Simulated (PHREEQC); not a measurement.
A solution holds 0.24 mol/kgw Cu(NO3)2, 0.022 mol/kgw HCl and 0.1 mol/kgw KCl, at 25 °C. Closed to the air; pH follows from the charge balance.

Equilibrium calculation in PHREEQC: ion-association model, phreeqc.dat.

No solid was allowed to form.

Question: What pH, density does the model give?

Answer: pH 1.78; density 1.038 g/cm³.

Question: In which forms is Cu present?

Answer: Cu+2 94 %, CuCl+ 5.9 % of the Cu.

The ionic strength is past about 0.7 mol/kgw, beyond the range of this activity model, so the values are rough. Complexes and solids missing from the database can't appear.
